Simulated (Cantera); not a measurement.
Charge: 1 mol Fe₂O₃, 0.31 mol CH₄, 0.26 mol N₂, 2 mol C, at 1623.15 K and 13300 Pa.

These are equilibrium values from Cantera (NASA tables, ideal gas, pure condensed phases), not measurements of a reactor. Candidate condensed phases: C, C₆H₆, C₇H₈, C₈H₁₈, Fe, Fe(CO)₅, FeO, Fe(OH)₂, Fe(OH)₃, Fe₂O₃, Fe₃O₄, H₂O; 140 gas species. Mutual solubility and eutectic melting of coexisting phases are not modelled. The tables' stoichiometric FeO is somewhat more stable than real wüstite, so its field is too wide. FeO: taken at fixed stoichiometry. Rates play no part.

Base state: CO 0.629, H₂ 0.133, CO₂ 0.0947, N₂ 0.0815, H₂O 0.0618, H 6.90e-5, Fe 1.26e-5 (mole fractions); condensed: Fe(γ) + FeO(s).

What changes in the equilibrium state with this change: temperature from 1623.15 K to 2275 K?


```json
[
 {"species": "CO", "before": "0.629", "after": "0.636"},
 {"species": "H₂", "before": "0.133", "after": "0.122"},
 {"species": "N₂", "before": "0.0815", "after": "0.0778"},
 {"species": "Fe", "before": "1.26e-5", "after": "0.0404"},
 {"species": "CO₂", "before": "0.0947", "after": "0.0557"},
 {"species": "H₂O", "before": "0.0618", "after": "0.0590"},
 {"species": "O", "before": "<1e-9", "after": "2.79e-5"},
 {"species": "FeO", "before": "3.82e-8", "after": "0.000695"},
 {"species": "NO", "before": "1.66e-8", "after": "2.43e-5"},
 {"species": "Fe(γ), mol", "before": "1.81", "after": "0"},
 {"species": "FeO(s), mol", "before": "0.191", "after": "0"},
 {"species": "Fe(l), mol", "before": "0", "after": "1.56"},
 {"species": "FeO(l), mol", "before": "0", "after": "0.302"}
]
```
Each liquid is taken as pure.
